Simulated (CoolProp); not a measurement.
n-pentane at several states: density (kg/m³) from the reference equation and from simpler models built on Tc = 196.5 °C, pc = 3.368 MPa, ω = 0.251; each cubic takes its own stable root.

The numbers come from the reference Helmholtz-energy equation of state, Thol 2019 in CoolProp.

| T (°C) | p (MPa) | phase | reference |
|---|---|---|---|
| 144.95 | 9.73 | liquid | 510.8 |
| -2.75 | 0.0423 | liquid | 648.2 |
| -3.05 | 11.8 | liquid | 659.6 |

**Question.** How far does each simpler model (Redlich-Kwong, Peng-Robinson) lie from the reference over these 3 states: mean and median of the absolute difference, and the worst?

**Answer.** 
- Redlich-Kwong: mean 40.3 %, median 11.1 %, worst -99.8 % at -2.75 °C and 0.0423 MPa
- Peng-Robinson: mean 2.7 %, median 2.8 %, worst +3.1 % at -3.05 °C and 11.8 MPa

At some of these states Redlich-Kwong gives the other phase, because its saturation line lies elsewhere.
